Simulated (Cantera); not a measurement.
Feed: 1 mol Pb, 0.065 mol O2, 1.5 mol CO, 0.21 mol H2O, at 1523.15 K and 19.0 mbar.

Cantera equilibrium calculation (NASA polynomials, part measured and part estimated; ideal gas, pure solids and liquids). The numbers say what is thermodynamically allowed, not how fast it happens.

```json
[
 {"species": "CO", "before": "0.456", "after": "0.536"},
 {"species": "Pb", "before": "0.369", "after": "0.396"},
 {"species": "CO2", "before": "0.0972", "after": "0.0588"},
 {"species": "H2", "before": "0.0493", "after": "0.00734"},
 {"species": "H2O", "before": "0.0282", "after": "0.00216"},
 {"species": "H", "before": "3.73e-5", "after": "1.44e-5"},
 {"species": "PbO", "before": "9.37e-5", "after": "5.19e-5"},
 {"species": "Pb2", "before": "4.09e-5", "after": "4.72e-5"}
]
```
Gas species are given as mole fractions.

### Question
Which change was made?
A. O2 from 0.065 to 0.031 mol
B. temperature from 1523.15 K to 1900 K
C. O2 from 0.065 to 0.0033 mol
D. H2O from 0.21 to 0.024 mol

### Answer
D, H2O from 0.21 to 0.024 mol
